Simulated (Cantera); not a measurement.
# Stirred combustor or abatement burner

A perfectly stirred reactor is fed with CH4 : O2 : N2 : H2O = 1 : 3.23 : 12.1 : 0.35 (molar parts), equivalence ratio 0.62, at 5.00 bar; it is adiabatic with a 700 K inlet, and is followed from long to short residence time, starting on the burning branch (τ in s: 0.49, 0.2, 0.086, 0.036, 0.015, 0.0064, 0.0027, 0.0011, 0.00047, 0.0002, 8.3e-05, 3.5e-05).

Computed with Cantera and GRI-Mech 3.0 (53 species, 325 reactions).

```csv
τ (s),T (K),x CH4,x O2,x H2O,x C2H,x O
0.49,1986,4.47e-7,0.0731,0.140,<1e-12,7.42e-5
0.20,1986,1.07e-6,0.0733,0.140,<1e-12,7.68e-5
0.086,1986,2.40e-6,0.0734,0.140,<1e-12,8.15e-5
0.036,1986,5.35e-6,0.0735,0.140,<1e-12,9.17e-5
0.015,1984,1.13e-5,0.0735,0.140,3.45e-12,0.000114
0.0064,1980,2.19e-5,0.0736,0.140,1.14e-11,0.000157
0.0027,1973,4.06e-5,0.0738,0.139,3.20e-11,0.000239
0.0011,1962,7.54e-5,0.0742,0.139,8.02e-11,0.000387
0.00047,1943,0.000136,0.0749,0.138,1.73e-10,0.000613
0.00020,1912,0.000258,0.0764,0.136,3.57e-10,0.000933
8.3e-5,1857,0.000558,0.0796,0.134,7.77e-10,0.00127
3.5e-5,700,0.0600,0.194,0.0210,<1e-12,<1e-12
```
x: mole fraction; the columns are a selection and need not sum to one.
